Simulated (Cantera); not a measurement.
Mixture: CH4 : C2H6 : C3H8 : O2 : N2 = 1 : 0.04 : 0.089 : 2.58 : 6.72 (molar parts), at 1800 Torr, adiabatic and at constant pressure. Ignition delay is the time to a rise of 400 K.

Model: GRI-Mech 3.0 (53 species, 325 reactions), integrated in Cantera.

### Question
What does this change do: pressure from 1800 Torr to 510 Torr?

### Answer
| quantity | before | after |
|---|---|---|
| delay at 1125 K | 14.1 ms | 35.5 ms |
| delay at 1200 K | 4.32 ms | 9.46 ms |
| delay at 1275 K | 1.38 ms | 2.80 ms |
| delay at 1350 K | 0.483 ms | 0.969 ms |
| delay at 1425 K | 0.192 ms | 0.395 ms |
| delay at 1500 K | 86.9 µs | 0.188 ms |
| delay at 1575 K | 44.6 µs | 0.102 ms |
| apparent activation energy between 1425 and 1575 K | 180 kJ/mol | 170 kJ/mol |

### Question
What does this change do: constant volume in place of constant pressure?

### Answer
```json
[
 {"quantity": "delay at 1125 K", "before": "14.1 ms", "after": "13.4 ms"},
 {"quantity": "delay at 1200 K", "before": "4.32 ms", "after": "4.06 ms"},
 {"quantity": "delay at 1275 K", "before": "1.38 ms", "after": "1.27 ms"},
 {"quantity": "delay at 1350 K", "before": "0.483 ms", "after": "0.440 ms"},
 {"quantity": "delay at 1425 K", "before": "0.192 ms", "after": "0.172 ms"},
 {"quantity": "delay at 1500 K", "before": "86.9 µs", "after": "77.3 µs"},
 {"quantity": "delay at 1575 K", "before": "44.6 µs", "after": "39.3 µs"},
 {"quantity": "apparent activation energy between 1425 and 1575 K", "before": "180 kJ/mol", "after": "180 kJ/mol"}
]
```
